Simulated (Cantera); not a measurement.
Input: 1 mol SiC, 1.6 mol N2, at 1700 K and 1.00 bar.

Method: chemical equilibrium by Gibbs-energy minimisation in Cantera with the NASA 1993 tables (ideal gas, pure condensed phases). Candidate condensed phases: C, Si, SiC, Si3N4; 20 gas species. Equilibrium is a limit: real reactors are often held back by kinetics, nucleation or transport.

Base state: N2 1.00 (mole fractions); condensed: C(graphite) + Si3N4(s).

Q: What changes in the equilibrium state with this change: pressure from 1.00 bar to 6.90 Pa?

A: 
| species | before | after |
|---|---|---|
| N2 | 1.00 | 1.000 |
| Si | 9.13e-9 | 0.000146 |
| C(graphite), mol | 1.00 | 0.000233 |
| Si3N4(s), mol | 0.333 | 0 |
| SiC(s), mol | 0 | 1.000 |
